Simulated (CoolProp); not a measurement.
Vapour-liquid equilibrium of hydrogen sulfide (1) + toluene (2) at 245 kPa; x and y are mole fractions of (1).

Computed with CoolProp (multi-fluid Helmholtz-energy mixture model, Lemmon 2006 and Lemmon 2006; pair parameters Bell 2016).

Problem. Give the bubble temperature and the first vapour's composition at x = 0.05, 0.2, 0.8. Is there an azeotrope?

Solution. x = 0.05: 69.0 °C, y = 0.892; x = 0.2: 8.3 °C, y = 0.994; x = 0.8: -34.8 °C, y = 1.000. No azeotrope shows between x = 0.05 and 0.95.

The pair parameters rest on a limited set of measurements; away from them the model extrapolates.
